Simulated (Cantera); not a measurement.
Cantera run, input and output.

```python
import numpy as np
import cantera as ct

gas = ct.Solution("gri30.yaml")
gas.TPX = 1150, 2666, {'C2H6': 1, 'N2': 26}
reactor = ct.IdealGasConstPressureReactor(gas, energy="off", clone=False)
net = ct.ReactorNet([reactor])
net.rtol, net.atol = 1e-08, 1e-18
show = ['C2H6', 'CH4', 'CH3', 'C2H2', 'C2H4', 'HCN', 'CH2']
times = np.geomspace(0.0001, 1, 9)

steps = ct.SolutionArray(gas, extra=["t"])
rows = []
print(f"{'t/s':>10s}{'T/K':>9s}{'P/Pa':>11s}" + "".join(f"{s:>11s}" for s in show))
for t in times:
    while net.time < t:
        t_next = net.step()
        steps.append(gas.state, t=t_next)
    rows.append([np.interp(t, steps.t, y) for y in (steps.T, steps.P, *steps(*show).X.T)])
    print(f"{t:10.3e}{rows[-1][0]:9.1f}{rows[-1][1]:11.4g}" + "".join(f"{x:11.3e}" for x in rows[-1][2:]))
rate = np.gradient(steps.T, steps.t)
print("integrator steps:", len(steps.t))
if steps.T.max() > steps.T[0] + 200:
    print(f"time of steepest temperature rise: {steps.t[rate.argmax()]:.4e} s")
gas.TPX = 1150, 2666, {'C2H6': 1, 'N2': 26}
gas.equilibrate("TP")
print(f"equilibrium (TP): T = {gas.T:.1f} K  " + "  ".join(f"{s} {gas[s].X[0]:.3e}" for s in show))
```

Result:

```
       t/s      T/K       P/Pa       C2H6        CH4        CH3       C2H2       C2H4        HCN        CH2
 1.000e-04   1150.0       2666  3.704e-02  2.359e-09  3.393e-07  3.667e-18  2.262e-10  1.515e-22  5.912e-15
 3.162e-04   1150.0       2666  3.704e-02  2.335e-08  1.057e-06  4.288e-16  6.728e-09  6.865e-21  1.561e-13
 1.000e-03   1150.0       2666  3.703e-02  2.263e-07  3.188e-06  1.158e-13  2.026e-07  5.636e-18  3.225e-12
 3.162e-03   1150.0       2666  3.702e-02  2.052e-06  8.707e-06  6.792e-11  5.848e-06  8.770e-15  4.879e-11
 1.000e-02   1150.0       2666  3.687e-02  1.618e-05  2.048e-05  3.107e-08  1.282e-04  4.238e-12  4.947e-10
 3.162e-02   1150.0       2666  3.567e-02  1.243e-04  4.560e-05  3.038e-06  1.201e-03  6.325e-11  2.198e-09
 1.000e-01   1150.0       2666  3.096e-02  6.392e-04  4.893e-05  6.740e-05  5.378e-03  1.606e-10  2.619e-09
 3.162e-01   1150.0       2666  1.842e-02  2.290e-03  3.781e-05  7.494e-04  1.592e-02  2.494e-10  2.077e-09
 1.000e+00   1150.0       2666  2.677e-03  4.970e-03  1.256e-05  4.873e-03  2.566e-02  3.188e-10  5.350e-10
integrator steps: 704
equilibrium (TP): T = 1150.0 K  C2H6 2.700e-07  CH4 5.415e-03  CH3 1.892e-07  C2H2 1.339e-02  C2H4 5.891e-04  HCN 3.601e-02  CH2 1.584e-13
```

Computed with Cantera and GRI-Mech 3.0 (53 species, 325 reactions). GRI-Mech 3.0 stops at C3 and has no aromatics, soot or wall deposition, so with more carbon than oxygen in the feed, carbon stays in small species such as C2H2 where larger ones or solid carbon would form. Radical loss at walls, strong at low pressure, is not modelled.
